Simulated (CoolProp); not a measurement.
Saturation properties of toluene.

Values from CoolProp's reference Helmholtz-energy equation of state, Lemmon 2006. It is a short technical equation, of lower accuracy than the large ones.

```tsv
T (K)	p (MPa)	liquid density (kg/m³)	liquid cp (kJ/(kg K))	vapour Z	vapour viscosity (µPa s)
456.9	0.5560	697.2	2.303	0.8675	10.4
465.1	0.6485	686.8	2.341	0.8525	10.6
473.3	0.7521	676.1	2.381	0.8364	10.8
481.5	0.8676	665.0	2.423	0.8190	11.0
489.7	0.9960	653.4	2.468	0.8004	11.2
497.9	[?]	[?]	2.516	0.7805	11.5
506.1	1.295	628.6	2.568	0.7590	11.7
514.3	1.467	615.3	2.626	0.7359	[?]
522.5	1.656	601.1	2.692	0.7110	12.3
530.7	1.863	585.9	2.769	0.6841	12.7
538.9	2.089	569.5	2.862	0.6548	13.0
547.1	2.335	551.6	2.979	0.6227	13.5
```

Complete the blanks.


- 497.9, p (MPa): 1.138
- 497.9, liquid density (kg/m³): 641.3
- 514.3, vapour viscosity (µPa s): 12.0

It boils at 383.7 K under 1 atm.

Viscosity comes from a separate model (Avgeri 2015).
